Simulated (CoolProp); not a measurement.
Propyne along the isotherm 21.45 °C: Z from the reference equation and from simpler models built on Tc = 129.6 °C, pc = 56.58 bar, ω = 0.204; each cubic takes its own stable root.

Model: reference Helmholtz-energy equation of state, Polt 1992, in CoolProp. This equation is an older, rougher fit; its heat capacities, sound speeds and derivatives of the liquid may be far off and weren't checked against measurements.

```tsv
p (bar)	phase	reference
18.9	liquid	0.04992
37.7	liquid	0.09914
56.6	liquid	0.1482
75.4	liquid	0.1966
94.3	liquid	0.2449
113	liquid	0.2924
132	liquid	0.3403
151	liquid	0.3879
170	liquid	0.4352
189	liquid	0.4823
207	liquid	0.5266
226	liquid	0.5731
245	liquid	0.6194
264	liquid	0.6654
283	liquid	0.7113
```

Task: How far does each simpler model (van der Waals, Redlich-Kwong, Soave-Redlich-Kwong, Peng-Robinson) lie from the reference over these 15 states: mean and median of the absolute difference, and the worst?

Result: 
- van der Waals: mean 56.6 %, median 55.6 %, worst +64.2 % at 21.45 °C and 18.9 bar
- Redlich-Kwong: mean 11.2 %, median 10.9 %, worst +13.8 % at 21.45 °C and 18.9 bar
- Soave-Redlich-Kwong: mean 8.7 %, median 8.5 %, worst +10.2 % at 21.45 °C and 18.9 bar
- Peng-Robinson: mean 3.6 %, median 3.7 %, worst -4.2 % at 21.45 °C and 283 bar
